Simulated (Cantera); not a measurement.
# Counterflow diffusion flame

A counterflow diffusion flame at 750 Torr, nozzles 20 mm apart: fuel side CO : H₂ : CH₄ : N₂ = 1 : 0.52 : 0.14 : 0.33 (molar parts) at 450 K, oxidiser side O₂ : N₂ = 0.24 : 0.76 (molar parts) at 723 K, fuel mass flux 1.2 times the oxidiser's; mixture-averaged transport, no radiation.

Detailed kinetics in Cantera: GRI-Mech 3.0 (53 species, 325 reactions). GRI-Mech 3.0 has no aromatics or soot, which form on the fuel side of real flames. The maximum strain rate includes the flame's own expansion and is several times the mean.

| oxidiser flux (kg/m²/s) | max strain (1/s) | mean strain (1/s) | T max (K) | peak x OH | peak x H | peak x NO | peak x CO | peak x C₂H₂ |
|---|---|---|---|---|---|---|---|---|
| 0.6 | 452 | 128 | 2258 | 0.0139 | 0.00941 | 0.000242 | 0.516 | 0.00285 |
| 0.87 | 638 | 186 | 2210 | 0.0139 | 0.0104 | 0.000186 | 0.515 | 0.00294 |
| 1.3 | 932 | 278 | 2159 | 0.0138 | 0.0116 | 0.000144 | 0.515 | 0.00297 |
| 1.8 | 1270 | 385 | 2121 | 0.0137 | 0.0127 | 0.000121 | 0.515 | 0.00296 |
| 2.7 | 1870 | 578 | 2071 | 0.0133 | 0.0139 | 9.53e-5 | 0.515 | 0.00285 |
| 3.9 | 2650 | 834 | 2026 | 0.0128 | 0.0149 | 7.54e-5 | 0.515 | 0.00265 |
| 5.7 | 3810 | 1220 | 1981 | 0.0121 | 0.0159 | 5.74e-5 | 0.515 | 0.00234 |
x: mole fraction; the columns are a selection and need not sum to one.
